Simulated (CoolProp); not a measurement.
Vapour-liquid equilibrium of neopentane (1) + n-pentane (2) at 305.4 K; x and y are mole fractions of (1).

Values from CoolProp's multi-fluid Helmholtz-energy mixture model, Lemmon 2006 and Thol 2019; pair parameters Bell 2016.

| x | bubble pressure (bar) | y at the bubble point | dew pressure at overall composition x (bar) | liquid density (mol/L) |
|---|---|---|---|---|
| 0.05 | 0.9525 | 0.111 | 0.9159 | 8.481 |
| 0.125 | 1.049 | 0.253 | 0.9610 | 8.441 |
| 0.2 | 1.145 | 0.371 | 1.011 | 8.401 |
| 0.275 | 1.240 | 0.470 | 1.066 | 8.362 |
| 0.35 | 1.335 | 0.556 | 1.127 | 8.323 |
| 0.425 | 1.430 | 0.631 | 1.195 | 8.283 |
| 0.5 | 1.524 | 0.696 | 1.271 | 8.245 |
| 0.575 | 1.617 | 0.755 | 1.358 | 8.206 |
| 0.65 | 1.711 | 0.807 | 1.456 | 8.167 |
| 0.725 | 1.804 | 0.855 | 1.568 | 8.128 |
| 0.8 | 1.898 | 0.899 | 1.697 | 8.090 |
| 0.875 | 1.991 | 0.939 | 1.846 | 8.051 |
| 0.95 | 2.085 | 0.976 | 2.018 | 8.013 |

No azeotrope shows between x = 0.05 and 0.95.

Pair parameters are fitted to limited data, so mixtures are less certain than the pure fluids.
